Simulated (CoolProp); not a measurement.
R1234ze(E) along the isobar 2.39 MPa: fugacity coefficient from the reference equation and from simpler models built on Tc = 382.5 K, pc = 3.635 MPa, ω = 0.313; each cubic takes its own stable root.

The numbers come from the reference Helmholtz-energy equation of state, Thol 2016 in CoolProp.

```json
[
 {"T (K)": "191", "phase": "liquid", "reference": "…", "van der Waals": "0.04871", "Soave-Redlich-Kwong": "0.0009721"},
 {"T (K)": "212.3", "phase": "liquid", "reference": "0.004887", "van der Waals": "0.09223", "Soave-Redlich-Kwong": "…"},
 {"T (K)": "233.7", "phase": "liquid", "reference": "0.01719", "van der Waals": "0.1549", "Soave-Redlich-Kwong": "0.01720"},
 {"T (K)": "255", "phase": "liquid", "reference": "0.04633", "van der Waals": "0.2367", "Soave-Redlich-Kwong": "0.04685"},
 {"T (K)": "276.4", "phase": "liquid", "reference": "0.1031", "van der Waals": "0.3373", "Soave-Redlich-Kwong": "0.1053"},
 {"T (K)": "297.7", "phase": "liquid", "reference": "0.1967", "van der Waals": "0.4530", "Soave-Redlich-Kwong": "0.2024"},
 {"T (K)": "319.1", "phase": "liquid", "reference": "0.3340", "van der Waals": "0.5812", "Soave-Redlich-Kwong": "…"},
 {"T (K)": "340.4", "phase": "liquid", "reference": "0.5133", "van der Waals": "0.7148", "Soave-Redlich-Kwong": "0.5292"},
 {"T (K)": "383.2", "phase": "gas", "reference": "…", "van der Waals": "0.8065", "Soave-Redlich-Kwong": "0.7843"},
 {"T (K)": "404.5", "phase": "gas", "reference": "0.8170", "van der Waals": "0.8313", "Soave-Redlich-Kwong": "0.8228"}
]
```

Task: Some entries are withheld; supply them.

Result: 
- 191, reference: 0.0009779
- 212.3, Soave-Redlich-Kwong: 0.004854
- 319.1, Soave-Redlich-Kwong: 0.3449
- 383.2, reference: 0.7776
